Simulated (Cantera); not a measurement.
## Carbon deposition, reforming and gasification: C + CO2 + H2

Charge: 1 mol C, 0.089 mol CO2, 1.2 mol H2, equilibrated at 1.00 bar.

Cantera equilibrium calculation (NASA polynomials, part measured and part estimated; ideal gas, pure solids and liquids). Candidate condensed phases: C, C6H6, C7H8, C8H18, H2O; 110 gas species. Kinetics and transport are ignored.

```json
[
 {"T (°C)": "1252", "x H2": "0.869", "x CO": "0.129", "x H": "2.21e-5", "x CH4": "0.00172", "x C2H2 (acetylene)": "1.05e-5", "x H2O": "0.000162", "x CH3": "8.87e-7", "n C(graphite)": "0.909"},
 {"T (°C)": "1302", "x H2": "0.869", "x CO": "0.129", "x H": "3.87e-5", "x CH4": "0.00137", "x C2H2 (acetylene)": "1.83e-5", "x H2O": "0.000115", "x CH3": "1.25e-6", "n C(graphite)": "0.909"},
 {"T (°C)": "1352", "x H2": "0.869", "x CO": "0.129", "x H": "6.58e-5", "x CH4": "0.00111", "x C2H2 (acetylene)": "3.09e-5", "x H2O": "8.41e-5", "x CH3": "1.71e-6", "n C(graphite)": "0.909"},
 {"T (°C)": "1402", "x H2": "0.870", "x CO": "0.129", "x H": "0.000108", "x CH4": "0.000911", "x C2H2 (acetylene)": "5.05e-5", "x H2O": "6.25e-5", "x CH3": "2.31e-6", "n C(graphite)": "0.910"},
 {"T (°C)": "1452", "x H2": "0.870", "x CO": "0.129", "x H": "0.000173", "x CH4": "0.000755", "x C2H2 (acetylene)": "8.01e-5", "x H2O": "4.73e-5", "x CH3": "3.06e-6", "n C(graphite)": "0.910"},
 {"T (°C)": "1502", "x H2": "0.870", "x CO": "0.129", "x H": "0.000270", "x CH4": "0.000633", "x C2H2 (acetylene)": "0.000124", "x H2O": "3.63e-5", "x CH3": "3.98e-6", "n C(graphite)": "0.910"},
 {"T (°C)": "1552", "x H2": "0.870", "x CO": "0.129", "x H": "0.000411", "x CH4": "0.000536", "x C2H2 (acetylene)": "0.000187", "x H2O": "2.83e-5", "x CH3": "5.11e-6", "n C(graphite)": "0.910"},
 {"T (°C)": "1602", "x H2": "0.869", "x CO": "0.129", "x H": "0.000611", "x CH4": "0.000458", "x C2H2 (acetylene)": "0.000275", "x H2O": "2.24e-5", "x CH3": "6.47e-6", "n C(graphite)": "0.910"},
 {"T (°C)": "1652", "x H2": "0.869", "x CO": "0.129", "x H": "0.000891", "x CH4": "0.000395", "x C2H2 (acetylene)": "0.000398", "x H2O": "1.80e-5", "x CH3": "8.09e-6", "n C(graphite)": "0.909"},
 {"T (°C)": "1702", "x H2": "0.869", "x CO": "0.129", "x H": "0.00128", "x CH4": "0.000343", "x C2H2 (acetylene)": "0.000564", "x H2O": "1.45e-5", "x CH3": "9.99e-6", "n C(graphite)": "0.909"},
 {"T (°C)": "1752", "x H2": "0.868", "x CO": "0.129", "x H": "0.00179", "x CH4": "0.000300", "x C2H2 (acetylene)": "0.000785", "x H2O": "1.19e-5", "x CH3": "1.22e-5", "n C(graphite)": "0.908"},
 {"T (°C)": "1802", "x H2": "0.867", "x CO": "0.129", "x H": "0.00248", "x CH4": "0.000264", "x C2H2 (acetylene)": "0.00108", "x H2O": "9.84e-6", "x CH3": "1.48e-5", "n C(graphite)": "0.908"}
]
```
x: gas mole fraction; n: condensed amount in mol.

From 1252 °C to 1802 °C the condensed part is C(graphite). The main C-bearing gas is CO throughout.
